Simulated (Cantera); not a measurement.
Input: 1 mol FeS2, 3.7 mol O2, equilibrated at 24.0 mbar.

Cantera equilibrium calculation (NASA polynomials, part measured and part estimated; ideal gas, pure solids and liquids). Candidate condensed phases: Fe, FeO, FeS, FeSO4, FeS2, Fe2O3, Fe2(SO4)3, Fe3O4, S; 12 gas species. Equilibrium is a limit: real reactors are often held back by kinetics, nucleation or transport. All values below are at 1673 K.

Base state: SO2 0.659, O2 0.340, SO3 0.00101, O 0.000126, SO 3.13e-5 (mole fractions); condensed: Fe3O4(s).

Q: What changes in the equilibrium state with this change: pressure from 24.0 mbar to 0.420 bar?

A: 
| species | before | after |
|---|---|---|
| SO2 | 0.659 | 0.656 |
| O2 | 0.340 | 0.339 |
| SO3 | 0.00101 | 0.00421 |
| SO | 3.13e-5 | 7.46e-6 |
| O | 0.000126 | 3.00e-5 |
| Fe3O4(s), mol | 0.333 | 0.333 |

Q: What changes in the equilibrium state with this change: FeS2 replaced by MgO?

A: 
| species | before | after |
|---|---|---|
| O2 | 0.340 | 1.000 |
| O | 0.000126 | 0.000216 |
| SO2 | 0.659 | 0 |
| SO3 | 0.00101 | 0 |
| SO | 3.13e-5 | 0 |
| Fe3O4(s), mol | 0.333 | 0 |
| MgO(s), mol | 0 | 1.00 |
Further candidate phases: Mg, MgO.
